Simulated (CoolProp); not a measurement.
1,2-dichloroethane along the isotherm 292.1 K: Z from the reference equation and from simpler models built on Tc = 561.6 K, pc = 5.226 MPa, ω = 0.269; each cubic takes its own stable root.

The numbers come from the reference Helmholtz-energy equation of state, Thol 2015 in CoolProp.

```
p (MPa)   phase  reference
-------  ------  ---------
0.49     liquid    0.01592
0.98     liquid    0.03182
1.47     liquid    0.04771
1.96     liquid    0.06359
2.45     liquid    0.07946
2.94     liquid    0.09531
3.43     liquid     0.1112
3.92     liquid     0.1270
4.41     liquid     0.1428
4.9      liquid     0.1586
5.39     liquid     0.1744
5.88     liquid     0.1902
6.37     liquid     0.2060
6.86     liquid     0.2218
7.35     liquid     0.2375
7.84     liquid     0.2533
```

How far does each simpler model (van der Waals, Redlich-Kwong, Peng-Robinson) lie from the reference over these 16 states: mean and median of the absolute difference, and the worst?


- van der Waals: mean 73.2 %, median 73.2 %, worst +74.5 % at 292.1 K and 0.49 MPa
- Redlich-Kwong: mean 17.5 %, median 17.5 %, worst +17.7 % at 292.1 K and 0.49 MPa
- Peng-Robinson: mean 2.1 %, median 2.1 %, worst +2.1 % at 292.1 K and 0.49 MPa
